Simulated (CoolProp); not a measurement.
Decamethyltetrasiloxane (MD2M) at several states: fugacity coefficient from the reference equation and from simpler models built on Tc = 599.4 K, pc = 1144 kPa, ω = 0.635; each cubic takes its own stable root.

Model: reference Helmholtz-energy equation of state, Thol 2017, in CoolProp.

```tsv
T (K)	p (kPa)	phase	reference	van der Waals	Redlich-Kwong	Soave-Redlich-Kwong	Peng-Robinson
273.2	78	liquid	7.302e-5	0.2101	0.008436	9.980e-5	0.0001323
527	472	liquid	0.6375	0.8335	0.8005	0.6401	0.6266
450	1090	liquid	0.06382	0.2917	0.1632	0.06458	0.06397
303.3	829	liquid	0.0001067	0.04906	0.004228	0.0001276	0.0001524
557	556	gas	0.7967	0.8282	0.8000	0.7833	0.7683
412.6	436	liquid	0.04973	0.4408	0.1944	0.05005	0.05124
```

At some of these states van der Waals, Redlich-Kwong gives the other phase, because its saturation line lies elsewhere.
